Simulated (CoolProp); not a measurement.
Vapour-liquid equilibrium of acetone (1) + n-hexane (2) at 0.63 MPa; x and y are mole fractions of (1).

The numbers come from the multi-fluid Helmholtz-energy mixture model, Lemmon 2006 and Thol 2019; pair parameters Bell 2016 in CoolProp.

Problem. Give the bubble temperature and the first vapour's composition at x = 0.05, 0.2, 0.35. Is there an azeotrope?

Solution. x = 0.05: 407.9 K, y = 0.143; x = 0.2: 397.1 K, y = 0.385; x = 0.35: 392.3 K, y = 0.505. y crosses x between x = 0.65 and 0.8: the model has an azeotrope there.

The pair parameters rest on a limited set of measurements; away from them the model extrapolates.
